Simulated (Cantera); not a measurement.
## Thermodynamics of silicon carbide growth, feed (CH3)2SiCl2 + H2

Feed: 1 mol (CH3)2SiCl2, 24 mol H2, equilibrated at 630 Pa.

Equilibrium computed with Cantera from the NASA thermochemical tables; the gas is ideal and each condensed phase is pure. Candidate condensed phases: C, C6H6, C7H8, C8H18, Si, SiC; 109 gas species. The feed counts by its element totals alone. The tables' values for SiCl are old estimates; treat these amounts as uncertain. Gases not in the tables: Si2H6 and higher silanes. Kinetics and transport are ignored.

```
T (°C)   x H2       x H   x HCl      x Si      x Cl  n C(graphite)  n SiC(s)
------  -----  --------  ------  --------  --------  -------------  --------
975     0.929   5.67e-6  0.0713  2.75e-12   3.73e-7          0.999     0.999
1075    0.929   2.81e-5  0.0713  1.12e-10   1.80e-6           1.00     0.998
1175    0.929  0.000112  0.0712   2.74e-9   6.99e-6           1.00     0.997
1275    0.928  0.000374  0.0711   4.41e-8   2.29e-5           1.00     0.996
1375    0.928   0.00108  0.0708   5.04e-7   6.47e-5           1.00     0.993
1475    0.926   0.00277  0.0705   4.35e-6  0.000163           1.00     0.990
1575    0.923   0.00642  0.0699   2.97e-5  0.000369           1.00     0.986
1675    0.915    0.0136  0.0689  0.000166  0.000769          0.995     0.977
1775    0.902    0.0268  0.0673  0.000782   0.00148          0.993     0.950
1875    0.877    0.0492  0.0646   0.00318   0.00265           1.03     0.855
1975    0.833    0.0845  0.0602    0.0114   0.00442           1.22     0.514
2075    0.767     0.136  0.0550    0.0233   0.00700           1.46         0
2175    0.694     0.209  0.0498    0.0230    0.0106           1.24         0
```
x: gas mole fraction; n: condensed amount in mol.

From 975 °C to 1975 °C the condensed part is C(graphite) + SiC(s). From 2075 °C to 2175 °C the condensed part is C(graphite). The main Si-bearing gas is SiCl2 at 975 °C and Si at 2175 °C.
